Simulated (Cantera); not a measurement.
What does this Cantera script print?

```python
import numpy as np
import cantera as ct

gas_names = """
    C CH CH2 CH3 CH2OH CH3O CH4 CH3OH CN CO CO2 COOH C2 C2H CHCO,ketyl C2H2,acetylene C2H2,vinylidene
    CH2CO,ketene C2H3,vinyl CH3CN CH3CO,acetyl C2H4 C2H4O,ethylen CH3CHO,ethanal CH3COOH (HCOOH)2 C2H5
    C2H6 CH3OCH3 C2H5OH CCN CNC C2N2 C2O C3 C3H3,propargyl C3H4,allene C3H4,propyne C3H4,cyclo-
    C3H5,allyl C3H6,propylene C3H6,cyclo- C3H6O C3H7,n-propyl C3H7,i-propyl C3H8 C3H8O,1propanol
    C3H8O,2propanol C3O2 C4 C4H2 C4H4,1,3-cyclo- C4H6,butadiene C4H6,2-butyne C4H6,cyclo- C4H8,1-butene
    C4H8,cis2-buten C4H8,tr2-butene C4H8,isobutene C4H8,cyclo- (CH3COOH)2 C4H9,n-butyl C4H9,i-butyl
    C4H9,s-butyl C4H9,t-butyl C4H10,isobutane C4H10,n-butane C4N2 C5 C5H6,1,3cyclo- C5H8,cyclo-
    C5H10,1-pentene C5H10,cyclo- C5H11,pentyl C5H11,t-pentyl C5H12,n-pentane C5H12,i-pentane
    CH3C(CH3)2CH3 C6H2 C6H5,phenyl C6H5O,phenoxy C6H6 C6H5OH,phenol C6H10,cyclo- C6H12,1-hexene
    C6H12,cyclo- C6H13,n-hexyl C7H7,benzyl C7H8 C7H8O,cresol C7H14,1-heptene C7H15,n-heptyl
    C7H16,n-heptane C8H8,styrene C8H10,ethylbenz C8H16,1-octene C8H17,n-octyl C8H18,isooctane
    C8H18,n-octane C9H19,n-nonyl C10H8,naphthale C10H21,n-decyl C12H9,o-bipheny C12H10,bipheny H HCN HCO
    HCCN HNC HNCO HNO HNO2 HNO3 HO2 H2 HCHO,formaldehy HCOOH H2O H2O2 N NCO NH NH2 NH3 NH2OH NO NO2 NO3
    N2 N2H2 N2H4 N2O O OH O2 O3 Si SiC SiC2 SiC4H12 SiH SiH2 SiH3 SiH4 SiN SiO SiO2 Si2 Si2C Si2N Si3
""".split()
cond_names = """
    C(gr) C6H6(L) C7H8(L) C8H18(L),n-octa H2O(s) H2O(L) Si(cr) Si(L) SiC(b) SiO2(Lqz) SiO2(hqz) SiO2(L)
    Si2N2O(s) Si3N4(a)
""".split()


def load(file, names, dense=False):
    # The tables refer to 1 bar. Condensed volumes are neglected.
    table = {s.name: s for s in ct.Species.list_from_file(file)}
    out = []
    for n in names:
        d = dict(table[n].input_data)
        d["thermo"] = dict(d["thermo"], **{"reference-pressure": 1e5})
        if dense:
            d["equation-of-state"] = {"model": "constant-volume", "density": "1e6 g/cm^3"}
        out.append(ct.Species.from_dict(d))
    return out


gas = ct.Solution(thermo="ideal-gas", species=load("nasa_gas.yaml", gas_names))
cond = {s.name: ct.Solution(thermo="fixed-stoichiometry", species=[s], name=s.name)
        for s in load("nasa_condensed.yaml", cond_names, dense=True)}
atoms = {
    'SiC': {'Si': 1, 'C': 1},
    'H2O': {'H': 2, 'O': 1},
    'N2': {'N': 2},
}
top_T = {'C(gr)': 4500, 'SiC(b)': 3050, 'Si2N2O(s)': 2100, 'Si3N4(a)': 2400}  # K; cautious upper limits of use, not melting points


def equilibrate(T, P, feed):
    n = {}
    for name, mol in feed.items():
        for a, k in atoms[name].items():
            n[a] = n.get(a, 0.0) + k * mol
    gas.TPX = T, P, n
    mass = sum(n.values()) * gas.mean_molecular_weight
    gas.equilibrate("TP")
    valid = [c for c in cond.values() if c.min_temp <= T <= top_T.get(c.name, c.max_temp)]
    mix = ct.Mixture([(gas, mass / gas.mean_molecular_weight)] + [(c, 0.0) for c in valid])
    mix.T, mix.P = T, P
    mix.equilibrate("TP", solver="vcs", rtol=1e-11, max_steps=5000)
    return mix


results = []
feed = {'SiC': 1, 'H2O': 0.76, 'N2': 46}  # mol
T = 1000  # K
for P in [0.1, 1.5, 22, 320, 4600, 68000, 1000000]:
    mix = equilibrate(T, P, feed)
    results.append((T, P, feed, dict(zip(mix.species_names, mix.species_moles))))
    x = sorted(zip(gas.X, gas.species_names), reverse=True)
    print(f"T = {T:g} K  P = {P:g} Pa  gas = {mix.phase_moles(0):.4g} mol")
    print("   x: " + "  ".join(f"{s} {v:.3e}" for v, s in x if v > 1e-05))
    print("   condensed (mol): " + ("  ".join(f"{mix.phase(i).name} {mix.phase_moles(i):.4g}"
          for i in range(1, mix.n_phases) if mix.phase_moles(i) > 1e-12) or "none"))
```

Result:

```
T = 1000 K  P = 0.1 Pa  gas = 46.52 mol
   x: N2 9.781e-01  H2 1.634e-02  CO 5.589e-03
   condensed (mol): C(gr) 0.74  Si2N2O(s) 0.5
T = 1000 K  P = 1.5 Pa  gas = 46.52 mol
   x: N2 9.781e-01  H2 1.634e-02  CO 5.589e-03
   condensed (mol): C(gr) 0.74  Si2N2O(s) 0.5
T = 1000 K  P = 22 Pa  gas = 46.52 mol
   x: N2 9.781e-01  H2 1.634e-02  CO 5.589e-03
   condensed (mol): C(gr) 0.74  Si2N2O(s) 0.5
T = 1000 K  P = 320 Pa  gas = 46.52 mol
   x: N2 9.781e-01  H2 1.634e-02  CO 5.589e-03
   condensed (mol): C(gr) 0.74  Si2N2O(s) 0.5
T = 1000 K  P = 4600 Pa  gas = 46.44 mol
   x: N2 9.807e-01  H2 1.636e-02  CO 2.930e-03
   condensed (mol): C(gr) 0.8638  SiO2(hqz) 0.08259  Si2N2O(s) 0.4587
T = 1000 K  P = 68000 Pa  gas = 46.36 mol
   x: N2 9.831e-01  H2 1.635e-02  CO 4.868e-04  CH4 1.737e-05
   condensed (mol): C(gr) 0.9766  SiO2(hqz) 0.1582  Si2N2O(s) 0.4209
T = 1000 K  P = 1e+06 Pa  gas = 46.34 mol
   x: N2 9.838e-01  H2 1.590e-02  CH4 2.413e-04  CO 8.113e-05  NH3 1.157e-05
   condensed (mol): C(gr) 0.985  SiO2(hqz) 0.1707  Si2N2O(s) 0.4147
```

Method: chemical equilibrium by Gibbs-energy minimisation in Cantera with the NASA 1993 tables (ideal gas, pure condensed phases). N2 is the only nitrogen source here; it is nearly inert below about 1500 K, so the nitride shown seldom forms there in practice.
